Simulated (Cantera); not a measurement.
Equilibrium for boron, boron nitride and boron oxide: B2H6 + H2O + N2

Charge: 1 mol B2H6, 2.7 mol H2O, 26 mol N2, at 45.0 Pa.

Equilibrium computed with Cantera from the NASA thermochemical tables; the gas is ideal and each condensed phase is pure. Candidate condensed phases: B, BN, B2O3, B3O3H3, H2O; 39 gas species. The feed counts by its element totals alone. N2 is the only nitrogen source here; it is nearly inert below about 1500 K, so the nitride shown seldom forms there in practice. Mutual solubility and eutectic melting of coexisting phases are not modelled. Equilibrium is a limit: real reactors are often held back by kinetics, nucleation or transport.

| T (°C) | x N2 | x H2 | x H | x BO | x B2O3 | x HBO | x HBO2 | x B2O2 | n BN(s) | n B2O3(l) |
|---|---|---|---|---|---|---|---|---|---|---|
| 550 | 0.820 | 0.180 | 1.47e-10 | <1e-12 | <1e-12 | 4.91e-11 | 1.49e-7 | <1e-12 | 0.203 | 0.899 |
| 650 | 0.820 | 0.180 | 4.90e-9 | <1e-12 | 1.35e-10 | 5.27e-9 | 2.42e-6 | <1e-12 | 0.203 | 0.899 |
| 750 | 0.820 | 0.180 | 8.29e-8 | 6.74e-12 | 2.18e-8 | 2.22e-7 | 2.21e-5 | 1.39e-11 | 0.203 | 0.898 |
| 850 | 0.820 | 0.180 | 8.52e-7 | 1.15e-9 | 1.37e-6 | 4.72e-6 | 0.000132 | 3.66e-9 | 0.204 | 0.896 |
| 950 | 0.819 | 0.180 | 6.01e-6 | 8.38e-8 | 4.27e-5 | 6.01e-5 | 0.000577 | 3.78e-7 | 0.208 | 0.885 |
| 1050 | 0.818 | 0.179 | 3.16e-5 | 3.14e-6 | 0.000772 | 0.000513 | 0.00198 | 1.90e-5 | 0.217 | 0.827 |
| 1150 | 0.808 | 0.173 | 0.000130 | 7.01e-5 | 0.00912 | 0.00318 | 0.00555 | 0.000542 | 0.215 | 0.442 |
| 1250 | 0.795 | 0.167 | 0.000445 | 0.000639 | 0.0182 | 0.00950 | 0.00513 | 0.00379 | 0.0643 | 0 |
| 1350 | 0.794 | 0.165 | 0.00132 | 0.00210 | 0.0163 | 0.0119 | 0.00495 | 0.00471 | 0 | 0 |
| 1450 | 0.792 | 0.163 | 0.00347 | 0.00494 | 0.0152 | 0.0119 | 0.00598 | 0.00385 | 0 | 0 |
| 1550 | 0.788 | 0.159 | 0.00815 | 0.00972 | 0.0136 | 0.0109 | 0.00729 | 0.00273 | 0 | 0 |
| 1650 | 0.782 | 0.153 | 0.0174 | 0.0160 | 0.0114 | 0.00902 | 0.00887 | 0.00163 | 0 | 0 |
| 1750 | 0.772 | 0.143 | 0.0338 | 0.0227 | 0.00881 | 0.00675 | 0.0103 | 0.000842 | 0 | 0 |
x: gas mole fraction; n: condensed amount in mol.

From 550 °C to 1150 °C the condensed part is BN(s) + B2O3(l). At 1250 °C the condensed part is BN(s). From 1350 °C to 1750 °C nothing is condensed. The main B-bearing gas is HBO2 at 550 °C and BO at 1750 °C.
